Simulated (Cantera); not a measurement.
A freely propagating, adiabatic, planar premixed flame of C₃H₈ : O₂ : N₂ = 1 : 4.17 : 14.6 (molar parts), unburnt at 375 K and 0.420 bar; mixture-averaged transport, grid criteria slope 0.08 and curve 0.16, no radiation.

Detailed kinetics in Cantera: GRI-Mech 3.0 (53 species, 325 reactions). GRI-Mech 3.0 was tuned for natural gas; its chemistry of propane as a main component is partial and can be far from experiment. Burning velocities carry a grid error of a few per cent, more on coarse grids.

Question: What does this change do: O2 4.17 to 3.3 parts?

Answer: 
```tsv
quantity	before	after
laminar burning velocity	89.0 cm/s	25.6 cm/s
thermal thickness	0.604 mm	1.50 mm
peak x(HCO)	0.000128	2.30e-5
peak x(H₂O₂)	1.16e-5	9.79e-6
```
